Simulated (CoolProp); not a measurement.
Vapour-liquid equilibrium of propane (1) + R113 (2) at 16.35 °C; x and y are mole fractions of (1).

Values from CoolProp's multi-fluid Helmholtz-energy mixture model, Lemmon 2009 and Marx 1992; pair parameters Bell 2016.

```json
[
 {"x": "0.05", "bubble pressure, mixture model (MPa)": "0.07407", "bubble pressure, Raoult's law (MPa)": "0.06788", "y, mixture model": "0.587", "y, Raoult's law": "0.559"},
 {"x": "0.125", "bubble pressure, mixture model (MPa)": "0.1366", "bubble pressure, Raoult's law (MPa)": "0.1224", "y, mixture model": "0.787", "y, Raoult's law": "0.775"},
 {"x": "0.2", "bubble pressure, mixture model (MPa)": "0.1969", "bubble pressure, Raoult's law (MPa)": "0.1770", "y, mixture model": "0.860", "y, Raoult's law": "0.858"},
 {"x": "0.275", "bubble pressure, mixture model (MPa)": "0.2546", "bubble pressure, Raoult's law (MPa)": "0.2315", "y, mixture model": "0.899", "y, Raoult's law": "0.901"},
 {"x": "0.35", "bubble pressure, mixture model (MPa)": "0.3096", "bubble pressure, Raoult's law (MPa)": "0.2861", "y, mixture model": "0.922", "y, Raoult's law": "0.928"},
 {"x": "0.425", "bubble pressure, mixture model (MPa)": "0.3622", "bubble pressure, Raoult's law (MPa)": "0.3406", "y, mixture model": "0.938", "y, Raoult's law": "0.947"},
 {"x": "0.5", "bubble pressure, mixture model (MPa)": "0.4126", "bubble pressure, Raoult's law (MPa)": "0.3952", "y, mixture model": "0.950", "y, Raoult's law": "0.960"},
 {"x": "0.575", "bubble pressure, mixture model (MPa)": "0.4617", "bubble pressure, Raoult's law (MPa)": "0.4497", "y, mixture model": "0.960", "y, Raoult's law": "0.970"},
 {"x": "0.65", "bubble pressure, mixture model (MPa)": "0.5102", "bubble pressure, Raoult's law (MPa)": "0.5043", "y, mixture model": "0.968", "y, Raoult's law": "0.978"},
 {"x": "0.725", "bubble pressure, mixture model (MPa)": "0.5589", "bubble pressure, Raoult's law (MPa)": "0.5588", "y, mixture model": "0.976", "y, Raoult's law": "0.984"},
 {"x": "0.8", "bubble pressure, mixture model (MPa)": "0.6090", "bubble pressure, Raoult's law (MPa)": "0.6134", "y, mixture model": "0.982", "y, Raoult's law": "0.990"},
 {"x": "0.875", "bubble pressure, mixture model (MPa)": "0.6617", "bubble pressure, Raoult's law (MPa)": "0.6679", "y, mixture model": "0.989", "y, Raoult's law": "0.994"},
 {"x": "0.95", "bubble pressure, mixture model (MPa)": "0.7182", "bubble pressure, Raoult's law (MPa)": "0.7225", "y, mixture model": "0.995", "y, Raoult's law": "0.998"}
]
```

The largest gap from Raoult's law is +11.6 % in bubble pressure, at x = 0.125. No azeotrope shows between x = 0.05 and 0.95.

The pair parameters rest on a limited set of measurements; away from them the model extrapolates. The gap from Raoult's law changes sign with composition, which may be real or a fault of the pair parameters; it wasn't checked against measurements.
